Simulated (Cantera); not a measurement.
Input (Python, Cantera) and output of one run.

```python
import numpy as np
import cantera as ct

gas_names = """
    AL ALCL ALCL2 ALCL3 ALH AL2 AL2CL6 CL CL2 H HCL H2
""".split()
cond_names = """
    AL(cr) AL(L) ALCL3(s) ALCL3(L)
""".split()


# ... load() reads the species with a 1 bar reference pressure and builds the phases ...
atoms = {
    'Al': {'AL': 1},
    'HCl': {'H': 1, 'CL': 1},
    'H2': {'H': 2},
}
top_T = {}  # K; cautious upper limits of use, not melting points


# ... equilibrate(T, P, feed) seeds the gas with the atoms and calls Mixture.equilibrate('TP', solver="vcs", rtol=1e-11, max_steps=5000) ...
results = []
feed = {'Al': 1, 'HCl': 1.2, 'H2': 4}  # mol
P = 133.322  # Pa
for T in [475, 575, 675, 775, 875, 975, 1075, 1175, 1275, 1375, 1475]:
    mix = equilibrate(T, P, feed)
    results.append((T, P, feed, dict(zip(mix.species_names, mix.species_moles))))
    x = sorted(zip(gas.X, gas.species_names), reverse=True)
    print(f"T = {T:g} K  P = {P:g} Pa  gas = {mix.phase_moles(0):.4g} mol")
    print("   x: " + "  ".join(f"{s} {v:.3e}" for v, s in x if v > 0.0001))
    print("   condensed (mol): " + ("  ".join(f"{mix.phase(i).name} {mix.phase_moles(i):.4g}"
          for i in range(1, mix.n_phases) if mix.phase_moles(i) > 1e-12) or "none"))
```

Output:

```
T = 475 K  P = 133.322 Pa  gas = 4.814 mol
   x: H2 9.556e-01  AL2CL6 3.871e-02  ALCL3 5.684e-03
   condensed (mol): AL(cr) 0.6
T = 575 K  P = 133.322 Pa  gas = 4.929 mol
   x: H2 9.333e-01  ALCL3 5.217e-02  AL2CL6 1.449e-02
   condensed (mol): AL(cr) 0.6
T = 675 K  P = 133.322 Pa  gas = 4.996 mol
   x: H2 9.207e-01  ALCL3 7.849e-02  AL2CL6 7.640e-04
   condensed (mol): AL(cr) 0.5997
T = 775 K  P = 133.322 Pa  gas = 5.006 mol
   x: H2 9.190e-01  ALCL3 7.909e-02  ALCL 1.612e-03  ALCL2 2.692e-04
   condensed (mol): AL(cr) 0.5942
T = 875 K  P = 133.322 Pa  gas = 5.065 mol
   x: H2 9.082e-01  ALCL3 7.171e-02  ALCL 1.841e-02  ALCL2 1.660e-03
   condensed (mol): AL(cr) 0.5351
T = 975 K  P = 133.322 Pa  gas = 5.367 mol
   x: H2 8.570e-01  ALCL 1.002e-01  ALCL3 3.795e-02  ALCL2 4.711e-03
   condensed (mol): AL(L) 0.233
T = 1075 K  P = 133.322 Pa  gas = 5.601 mol
   x: H2 8.212e-01  ALCL 1.580e-01  ALCL3 1.494e-02  ALCL2 5.622e-03  HCL 2.182e-04
   condensed (mol): none
T = 1175 K  P = 133.322 Pa  gas = 5.603 mol
   x: H2 8.205e-01  ALCL 1.574e-01  ALCL3 1.356e-02  ALCL2 7.533e-03  HCL 1.045e-03
   condensed (mol): none
T = 1275 K  P = 133.322 Pa  gas = 5.61 mol
   x: H2 8.180e-01  ALCL 1.577e-01  ALCL3 1.137e-02  ALCL2 9.201e-03  HCL 3.703e-03
   condensed (mol): none
T = 1375 K  P = 133.322 Pa  gas = 5.628 mol
   x: H2 8.125e-01  ALCL 1.598e-01  ALCL2 9.890e-03  HCL 9.735e-03  ALCL3 7.959e-03
   condensed (mol): none
T = 1475 K  P = 133.322 Pa  gas = 5.653 mol
   x: H2 8.043e-01  ALCL 1.640e-01  HCL 1.847e-02  ALCL2 8.813e-03  ALCL3 4.052e-03  H 3.186e-04
   condensed (mol): none
```

Equilibrium computed with Cantera from the NASA thermochemical tables; the gas is ideal and each condensed phase is pure. The tables' values for AlCl2 are old estimates; treat these amounts as uncertain.
